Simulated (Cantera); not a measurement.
Input: 1 mol C, 0.55 mol H2, at 0.133 bar.

Cantera equilibrium calculation (NASA polynomials, part measured and part estimated; ideal gas, pure solids and liquids). Candidate condensed phases: C, C6H6, C7H8, C8H18; 76 gas species. Rates play no part. All values below are at 1102 °C.

Base state: H2 0.999, CH4 0.000663 (mole fractions); condensed: C(graphite).

Task: What changes in the equilibrium state with this change: 0.0011 mol CO2 added?

Result: 
| species | before | after |
|---|---|---|
| H2 | 0.999 | 0.995 |
| CO | 0 | 0.00398 |
| CH4 | 0.000663 | 0.000657 |
| C(graphite), mol | 1.000 | 0.999 |
Further candidate phases: H2O.
